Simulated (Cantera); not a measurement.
Charge: 1 mol SiF4, 6.4 mol O2, 0.22 mol H2O, at 973.15 K and 0.000320 bar.

Method: chemical equilibrium by Gibbs-energy minimisation in Cantera with the NASA 1993 tables (ideal gas, pure condensed phases). Candidate condensed phases: H2O, Si, SiO2; 38 gas species. The numbers say what is thermodynamically allowed, not how fast it happens.

Base state: O2 0.828, SiF4 0.115, HF 0.0561, H2O 0.000424 (mole fractions); condensed: SiO2(β-quartz).

Question: What changes in the equilibrium state with this change: temperature from 973.15 K to 1873 K?

Answer: 
```csv
species,before,after
O2,0.828,0.816
SiF4,0.115,0.113
HF,0.0561,0.0563
O,3.46e-9,0.0119
F,<1e-9,0.00149
SiF3,<1e-9,0.000619
SiO,<1e-9,0.000172
SiO2,<1e-9,7.65e-5
"SiO2(β-quartz), mol",0.108,0
"SiO2(condensed), mol",0,0.109
```
The tables' values for SiF3, SiO2 are old estimates; treat these amounts as uncertain. The tables hold silica as quartz up to 1696 K and as liquid above; real silica turns to tridymite and cristobalite and melts near 1996 K.
